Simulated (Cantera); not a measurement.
Input (Python, Cantera) and output of one run.

```python
import numpy as np
import cantera as ct

gas_names = [...]  # 118 gases of nasa_gas.yaml made of C, Cl, F, H
cond_names = """
    C(gr) C6H6(L) C7H8(L) C8H18(L),n-octa
""".split()


# ... load() reads the species with a 1 bar reference pressure and builds the phases ...
atoms = {
    'C2F6': {'C': 2, 'F': 6},
    'HCl': {'H': 1, 'CL': 1},
}
top_T = {'C(gr)': 4500}  # K; cautious upper limits of use, not melting points


# ... equilibrate(T, P, feed) seeds the gas with the atoms and calls Mixture.equilibrate('TP', solver="vcs", rtol=1e-11, max_steps=5000) ...
results = []
feed = {'C2F6': 1, 'HCl': 0.29}  # mol
P = 13332.2  # Pa
for T in [798, 998, 1198, 1398, 1598, 1798, 1998, 2198, 2398, 2598, 2798, 2998, 3198, 3398]:
    mix = equilibrate(T, P, feed)
    results.append((T, P, feed, dict(zip(mix.species_names, mix.species_moles))))

top = {s: max(r[3][s] / sum(r[3][g] for g in gas_names) for r in results) for s in gas_names}
cols = sorted((s for s in top if top[s] > 0.001), key=lambda s: -top[s])[:6]
seen = [c for c in cond_names if any(r[3].get(c, 0) > 1e-12 for r in results)]
print("log10 of partial pressures in bar; condensed amounts in mol")
print(f"{'T/K':>10s}" + "".join(f"{s[:9]:>10s}" for s in cols + seen))
for T, P, feed, n in results:
    ng = sum(n[g] for g in gas_names)
    print(f"{T:10.4g}" + "".join(f"{np.log10(max(n[s] / ng * P / 1e5, 1e-99)):10.3f}" for s in cols)
          + "".join(f"{n.get(c, 0):10.4g}" for c in seen))
```

Output:

```
log10 of partial pressures in bar; condensed amounts in mol
       T/K       CF4         F       CF2        HF        CL       HCL     C(gr)
       798    -0.965   -15.624   -13.496    -2.279    -6.431    -1.790    0.5117
       998    -0.976   -11.487    -9.785    -1.967    -4.610    -1.981    0.5291
      1198    -0.985    -8.729    -7.324    -1.823    -3.440    -2.219    0.5435
      1398    -0.993    -6.757    -5.576    -1.759    -2.647    -2.469     0.553
      1598    -1.004    -5.280    -4.275    -1.732    -2.129    -2.752    0.5597
      1798    -1.018    -4.131    -3.272    -1.723    -1.856    -3.114    0.5619
      1998    -1.038    -3.215    -2.479    -1.726    -1.765    -3.538    0.5449
      2198    -1.102    -2.477    -1.858    -1.750    -1.763    -3.967     0.466
      2398    -1.306    -1.899    -1.419    -1.824    -1.830    -4.409    0.2469
      2598    -1.802    -1.477    -1.239    -1.950    -1.952    -4.843         0
      2798    -2.703    -1.260    -1.276    -2.047    -2.048    -5.054   0.04817
      2998    -3.760    -1.128    -1.471    -2.112    -2.112    -5.139    0.3506
      3198    -4.917    -1.071    -1.759    -2.170    -2.167    -5.156    0.3055
      3398    -6.146    -1.040    -2.184    -2.227    -2.215    -5.157         0
```

Method: chemical equilibrium by Gibbs-energy minimisation in Cantera with the NASA 1993 tables (ideal gas, pure condensed phases). The feed counts by its element totals alone. The tables' values for C2F4, CCl are old estimates; treat these amounts as uncertain. Condensed phases not in the tables: fluorocarbon polymer. Gases not in the tables: C2F6 and larger saturated fluorocarbons.
